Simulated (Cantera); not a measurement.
Counterflow diffusion flame

A counterflow diffusion flame at 1.60 bar, nozzles 20 mm apart: fuel side CO : H₂ : N₂ = 1 : 0.49 : 1.6 (molar parts) at 323 K, oxidiser side O₂ : N₂ = 0.21 : 0.79 (molar parts) at 750 K, fuel mass flux 1.6 times the oxidiser's; mixture-averaged transport, no radiation.

Computed with Cantera and GRI-Mech 3.0 (53 species, 325 reactions). The maximum strain rate includes the flame's own expansion and is several times the mean.

```json
[
 {"oxidiser flux (kg/m²/s)": "0.96", "max strain (1/s)": "397", "mean strain (1/s)": "119", "T max (K)": "1963", "peak x OH": "0.00602", "peak x H": "0.00589", "peak x NO": "5.14e-5", "peak x CO": "0.329"},
 {"oxidiser flux (kg/m²/s)": "1.5", "max strain (1/s)": "609", "mean strain (1/s)": "186", "T max (K)": "1918", "peak x OH": "0.00616", "peak x H": "0.00695", "peak x NO": "4.24e-5", "peak x CO": "0.329"},
 {"oxidiser flux (kg/m²/s)": "2.2", "max strain (1/s)": "882", "mean strain (1/s)": "272", "T max (K)": "1879", "peak x OH": "0.00623", "peak x H": "0.00792", "peak x NO": "3.68e-5", "peak x CO": "0.329"},
 {"oxidiser flux (kg/m²/s)": "3.4", "max strain (1/s)": "1340", "mean strain (1/s)": "421", "T max (K)": "1828", "peak x OH": "0.00619", "peak x H": "0.00904", "peak x NO": "3.13e-5", "peak x CO": "0.328"},
 {"oxidiser flux (kg/m²/s)": "5.3", "max strain (1/s)": "2060", "mean strain (1/s)": "656", "T max (K)": "1771", "peak x OH": "0.00600", "peak x H": "0.0102", "peak x NO": "2.63e-5", "peak x CO": "0.328"},
 {"oxidiser flux (kg/m²/s)": "8.1", "max strain (1/s)": "3100", "mean strain (1/s)": "1000", "T max (K)": "1712", "peak x OH": "0.00570", "peak x H": "0.0111", "peak x NO": "2.18e-5", "peak x CO": "0.328"},
 {"oxidiser flux (kg/m²/s)": "12", "max strain (1/s)": "4530", "mean strain (1/s)": "1490", "T max (K)": "1651", "peak x OH": "0.00529", "peak x H": "0.0116", "peak x NO": "1.73e-5", "peak x CO": "0.328"}
]
```
x: mole fraction; the columns are a selection and need not sum to one.
